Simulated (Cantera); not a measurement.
Mixture: H2 : O2 : N2 = 1 : 0.667 : 2.51 (molar parts), at 293 Torr, adiabatic and at constant volume. Ignition delay is the time to a rise of 400 K.

Cantera simulation using the H2/O2 subset of GRI-Mech 3.0, which has no nitrogen chemistry; the numbers are that mechanism's predictions, not measurements. Where the delays flatten at high temperature, the 400 K rule measures the pace of heat release, not the induction time.

What does this change do: pressure from 293 Torr to 760 Torr?


```
quantity          before    after
---------------  -------  -------
delay at 1250 K  97.0 µs  34.9 µs
delay at 1350 K  72.4 µs  23.7 µs
delay at 1450 K  61.5 µs  18.0 µs
delay at 1550 K  58.3 µs  15.0 µs
delay at 1650 K  60.0 µs  13.7 µs
delay at 1750 K  65.3 µs  13.4 µs
delay at 1850 K  73.7 µs  13.9 µs
```

What does this change do: N2 2.51 to 4 parts?


```json
[
 {"quantity": "delay at 1250 K", "before": "97.0 µs", "after": "0.148 ms"},
 {"quantity": "delay at 1350 K", "before": "72.4 µs", "after": "0.118 ms"},
 {"quantity": "delay at 1450 K", "before": "61.5 µs", "after": "0.109 ms"},
 {"quantity": "delay at 1550 K", "before": "58.3 µs", "after": "0.111 ms"},
 {"quantity": "delay at 1650 K", "before": "60.0 µs", "after": "0.121 ms"},
 {"quantity": "delay at 1750 K", "before": "65.3 µs", "after": "0.137 ms"},
 {"quantity": "delay at 1850 K", "before": "73.7 µs", "after": "0.158 ms"}
]
```
